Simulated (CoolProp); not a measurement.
The numbers come from the reference Helmholtz-energy equation of state, Wu 2011 in CoolProp.

Question: Give the vapour pressure (bar), vapour density (kg/m³), enthalpy of vaporisation (kJ/kg), liquid cp (kJ/(kg K)) of saturated dimethyl ether at 245.2 K.

Answer: 
```csv
T (K),p (bar),vapour density (kg/m³),enthalpy of vaporisation (kJ/kg),liquid cp (kJ/(kg K))
245.2,0.881,2.06,469,2.23
```
